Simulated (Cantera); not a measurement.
# Thermodynamics of abatement and gas-phase synthesis, feed HF + H₂O + SO₂

Charge: 1 mol HF, 2.5 mol H₂O, 0.18 mol SO₂, at 4100 Pa.

Cantera equilibrium calculation (NASA polynomials, part measured and part estimated; ideal gas, pure solids and liquids). Candidate condensed phases: H₂O, H₂SO₄, S; 43 gas species. The numbers say what is thermodynamically allowed, not how fast it happens.

From 2027 °C to 2627 °C nothing is condensed.

| T (°C) | log p H₂O | log p HF | log p H | log p H₂ | log p OH | log p O | log p O₂ | log p SO₂ | log p SO |
|---|---|---|---|---|---|---|---|---|---|
| 2027 | -1.61 | -1.97 | -3.38 | -2.74 | -3.05 | -3.86 | -3.11 | -2.74 | -3.98 |
| 2127 | -1.64 | -1.98 | -3.10 | -2.60 | -2.88 | -3.55 | -2.97 | -2.76 | -3.79 |
| 2227 | -1.69 | -1.99 | -2.84 | -2.49 | -2.73 | -3.27 | -2.86 | -2.80 | -3.63 |
| 2327 | -1.75 | -2.01 | -2.61 | -2.39 | -2.61 | -3.01 | -2.76 | -2.85 | -3.48 |
| 2427 | -1.83 | -2.04 | -2.41 | -2.32 | -2.51 | -2.79 | -2.69 | -2.93 | -3.37 |
| 2527 | -1.94 | -2.07 | -2.23 | -2.28 | -2.44 | -2.59 | -2.65 | -3.03 | -3.28 |
| 2627 | -2.09 | -2.11 | -2.08 | -2.27 | -2.41 | -2.42 | -2.64 | -3.16 | -3.23 |
log p: log10 of the partial pressure in bar; nothing condenses.
